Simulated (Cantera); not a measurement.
Input: 1 mol Pb, 0.15 mol NH₃, 29 mol N₂, held at 13.0 bar.

Equilibrium computed with Cantera from the NASA thermochemical tables; the gas is ideal and each condensed phase is pure. Candidate condensed phases: Pb; 11 gas species. Rates play no part. All values below are at 925 K.

Base state: N₂ 0.992, H₂ 0.00767 (mole fractions); condensed: Pb(l).

**Question.** What changes in the equilibrium state with this change: NH₃ from 0.15 to 2.7 mol?

**Answer.** 
| species | before | after |
|---|---|---|
| N₂ | 0.992 | 0.882 |
| H₂ | 0.00767 | 0.117 |
| NH₃ | 8.64e-6 | 0.000486 |
| Pb(l), mol | 1.000 | 1.000 |
